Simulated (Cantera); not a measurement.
Feed: 1 mol C2F6, 0.11 mol CH4, 0.099 mol H2, at 13.0 Pa.

These are equilibrium values from Cantera (NASA tables, ideal gas, pure condensed phases), not measurements of a reactor. Candidate condensed phases: C, C6H6, C7H8, C8H18; 95 gas species. The feed counts by its element totals alone. Gases not in the tables: C2F6 and larger saturated fluorocarbons. Rates play no part.

Problem. At 1500 K, list the 5 most abundant gas species with their mole fractions, and the condensed phases.

Solution. CF4 0.674, HF 0.322, CF2 0.00308, F 0.00147, CF3 0.000218. Condensed: C(graphite).
